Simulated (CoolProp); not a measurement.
Vapour pressure (MPa) of carbon dioxide: the reference equation beside estimates from Tc = 31.0 °C, pc = 7.377 MPa, ω = 0.224. Clausius-Clapeyron is anchored at -42.85 °C with a constant enthalpy of vaporisation of 14.41 kJ/mol.

Model: reference Helmholtz-energy equation of state, Span 1996, in CoolProp.

| T (°C) | reference | Clausius-Clapeyron | Redlich-Kwong | Soave-Redlich-Kwong |
|---|---|---|---|---|
| -51.05 | 0.6537 | ___ | 0.9131 | 0.6545 |
| -48.35 | ___ | 0.7512 | 1.005 | ___ |
| -45.55 | 0.8143 | 0.8260 | ___ | 0.8156 |
| -42.85 | 0.9031 | 0.9031 | 1.211 | 0.9047 |
| -40.15 | ___ | 0.9854 | 1.323 | 1.001 |
| -37.45 | 1.102 | 1.073 | 1.441 | 1.105 |
| -34.65 | 1.217 | 1.170 | 1.572 | 1.221 |
| -31.95 | 1.336 | 1.269 | 1.705 | 1.341 |
| -29.25 | 1.464 | ___ | 1.846 | 1.470 |
| -26.55 | 1.600 | 1.485 | 1.995 | 1.607 |
| -23.75 | 1.751 | 1.607 | 2.158 | 1.760 |

Task: Some entries are withheld; supply them.

Result: 
- -51.05, Clausius-Clapeyron: 0.6840
- -48.35, reference: 0.7292
- -48.35, Soave-Redlich-Kwong: 0.7302
- -45.55, Redlich-Kwong: 1.106
- -40.15, reference: 0.9990
- -29.25, Clausius-Clapeyron: 1.374

Absolute difference from the reference over all 11 rows, mean and median: Clausius-Clapeyron 4.0 and 3.9 %, Redlich-Kwong 31.0 and 30.8 %, Soave-Redlich-Kwong 0.3 and 0.3 %.
